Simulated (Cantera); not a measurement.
Feed: 1 mol Pb, 5.6 mol CO, 17 mol N2, at 0.338 Torr.

Method: chemical equilibrium by Gibbs-energy minimisation in Cantera with the NASA 1993 tables (ideal gas, pure condensed phases). Candidate condensed phases: C, Pb, PbO, PbO2, Pb3O4; 27 gas species. Kinetics and transport are ignored.

### Question
What share of the Pb ends up in condensed phases as a function of T (K), at 798, 898, 998, 1098, 1198, 1298, 1398, 1498?

### Answer
```csv
T (K),Pb condensed (%),as
798,99.7,Pb(l)
898,93.5,Pb(l)
998,19.4,Pb(l)
1098,0.0,-
1198,0.0,-
1298,0.0,-
1398,0.0,-
1498,0.0,-
```
